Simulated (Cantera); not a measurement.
Input: 1 mol Si, 3.5 mol HCl, 0.27 mol H₂, at 700 K and 390000 Pa.

Cantera equilibrium calculation (NASA polynomials, part measured and part estimated; ideal gas, pure solids and liquids). Candidate condensed phases: Si; 19 gas species. Rates play no part.

Base state: H₂ 0.651, SiCl₄ 0.212, SiHCl₃ 0.131, SiH₂Cl₂ 0.00537, HCl 0.000214, SiH₃Cl 4.71e-5 (mole fractions); condensed: Si(s).

Question: What changes in the equilibrium state with this change: temperature from 700 K to 948 K?

Answer: 
```json
[
 {"species": "H₂", "before": "0.651", "after": "0.650"},
 {"species": "SiCl₄", "before": "0.212", "after": "0.217"},
 {"species": "SiHCl₃", "before": "0.131", "after": "0.120"},
 {"species": "HCl", "before": "0.000214", "after": "0.00529"},
 {"species": "SiCl₂", "before": "5.03e-8", "after": "6.54e-5"},
 {"species": "SiCl₃", "before": "5.68e-6", "after": "0.000647"},
 {"species": "Si(s), mol", "before": "0.0256", "after": "0.0343"}
]
```
The tables' values for SiCl₃ are old estimates; treat these amounts as uncertain.
